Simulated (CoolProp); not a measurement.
Aqueous propylene glycol as a coolant, 20 % by mass, freezing at -7.2 °C, 1 atm.

Values from CoolProp's Melinder's fits for secondary coolants.

| T (°C) | viscosity (mPa s) | conductivity (W/(m K)) | cp (kJ/(kg K)) | Prandtl number |
|---|---|---|---|---|
| -4.6 | ? | 0.466 | 3.927 | 44.7 |
| -0.6 | 4.43 | 0.470 | ? | 37.0 |
| 3.3 | 3.75 | 0.475 | 3.943 | 31.1 |
| 7.2 | 3.20 | 0.479 | 3.950 | 26.4 |
| 11.2 | ? | 0.483 | ? | 22.5 |
| 15.1 | 2.39 | ? | 3.967 | 19.5 |
| 19.1 | 2.09 | 0.491 | 3.975 | 16.9 |
| 23 | 1.85 | 0.495 | 3.983 | ? |
| 27 | 1.64 | ? | 3.991 | 13.1 |
| 30.9 | 1.47 | 0.503 | ? | 11.7 |

### Question
What belongs in the gaps?

### Answer

- -4.6, viscosity (mPa s): 5.31
- -0.6, cp (kJ/(kg K)): 3.935
- 11.2, viscosity (mPa s): 2.75
- 11.2, cp (kJ/(kg K)): 3.959
- 15.1, conductivity (W/(m K)): 0.487
- 23, Prandtl number: 14.9
- 27, conductivity (W/(m K)): 0.499
- 30.9, cp (kJ/(kg K)): 4.000
